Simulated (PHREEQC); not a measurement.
A made-up water analysis in mmol/kgw, 63 °C, pH 5.77, pe 1.1:

```
constituent           mmol/kgw
--------------------  --------
Na                     0.00926
K                     0.000316
Ca                     0.00331
Mg                     0.00156
Cl                     0.00592
S(6)                   0.00242
Alkalinity (meq/kgw)   0.00821
Fe(2)                  6.2e-05
Li                    2.27e-05
Mn(2)                 0.000242
```

Valence states are taken as typed.

Model: ion-association model, phreeqc.dat, run in PHREEQC.

Each row changes one thing in this solution. This is a speciation only: nothing precipitates in the calculation.

| case | CO2 (mol/kgw) | HCO3- (mol/kgw) | MgSO4 (mol/kgw) | CaSO4 (mol/kgw) | HSO4- (mol/kgw) | CaHCO3+ (mol/kgw) | SI of Rhodochrosite (MnCO3) | SI of Siderite (FeCO3) |
|---|---|---|---|---|---|---|---|---|
| as made | 3.27e-5 | 9.85e-6 | 1.99e-9 | 1.73e-9 | 9.97e-10 | 5.45e-10 | -4.76 | -5.50 |
| Mg from 0.00156 to 0.00078 mmol/kgw | 3.27e-5 | 9.85e-6 | 9.97e-10 | 1.74e-9 | 9.98e-10 | 5.46e-10 | -4.76 | -5.50 |
| all concentrations times 4 at the same typed pH | 0.000114 | 3.44e-5 | 3.00e-8 | 2.61e-8 | 3.90e-9 | 7.40e-9 | -3.63 | -4.37 |
| temperature from 63 to 30 °C at the same typed pH | 3.56e-5 | 9.91e-6 | 9.53e-10 | 1.40e-9 | 4.38e-10 | 4.37e-10 | -5.00 | -5.82 |

Complexes and solids missing from the database can't appear. Constants without temperature data keep their 25 °C values here.
